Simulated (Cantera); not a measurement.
An isothermal, constant-pressure homogeneous reactor starts with CH4 : H2 : H = 0.026 : 1 : 0.053 (molar parts), at 1550 K and 0.133 bar. Integrator tolerance rtol = 1e-08.

Model: GRI-Mech 3.0 (53 species, 325 reactions), integrated in Cantera. GRI-Mech 3.0 stops at C3 and has no aromatics, soot or wall deposition, so with more carbon than oxygen in the feed, carbon stays in small species such as C2H2 where larger ones or solid carbon would form.

Problem. What does this change do: CH4 0.026 to 0.066 parts?

Solution. 
| quantity | before | after |
|---|---|---|
| x(CH4) at 1.00 s | 0.0188 (gas-phase equilibrium 0.00616) | 0.0436 (gas-phase equilibrium 0.00973) |
| x(H2) at 1.00 s | 0.978 (gas-phase equilibrium 0.985) | 0.948 (gas-phase equilibrium 0.966) |
| x(H) at 1.00 s | 8.11e-5 (gas-phase equilibrium 8.62e-5) | 7.47e-5 (gas-phase equilibrium 8.54e-5) |
| x(C2H) at 1.00 s | 5.86e-10 (gas-phase equilibrium 1.96e-9) | 1.53e-9 (gas-phase equilibrium 5.24e-9) |
| x(CH2) at 1.00 s | 2.28e-9 (gas-phase equilibrium 8.43e-10) | 4.70e-9 (gas-phase equilibrium 1.36e-9) |
| x(C2H4) at 1.00 s | 7.29e-5 (gas-phase equilibrium 0.000202) | 0.000218 (gas-phase equilibrium 0.000523) |
